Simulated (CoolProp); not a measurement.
Properties of cyclohexane along the isotherm 374 K (Tc = 553.6 K, pc = 40.81 bar, ω = 0.209).

Values from CoolProp's reference Helmholtz-energy equation of state, Zhou 2014.

| p (bar) | phase | density (kg/m³) | Joule-Thomson coefficient (K/MPa) | expansivity (1/kK) |
|---|---|---|---|---|
| 7.29 | liquid | 699.5 | -0.2806 | 1.505 |
| 14.6 | liquid | 700.7 | -0.2846 | 1.488 |
| 21.9 | liquid | 701.8 | -0.2885 | 1.471 |
| 29.1 | liquid | 702.9 | -0.2921 | 1.455 |
| 36.4 | liquid | 704.0 | -0.2957 | 1.440 |
| 43.7 | liquid | 705.1 | -0.2991 | 1.425 |
| 51 | liquid | 706.1 | -0.3025 | 1.411 |
| 58.3 | liquid | 707.2 | -0.3057 | 1.397 |
| 65.6 | liquid | 708.2 | -0.3088 | 1.383 |
| 72.9 | liquid | 709.2 | -0.3118 | 1.370 |
| 80.2 | liquid | 710.2 | -0.3146 | 1.358 |
| 87.4 | liquid | 711.2 | -0.3174 | 1.345 |
| 94.7 | liquid | 712.2 | -0.3201 | 1.333 |
| 102 | liquid | 713.1 | -0.3227 | 1.322 |
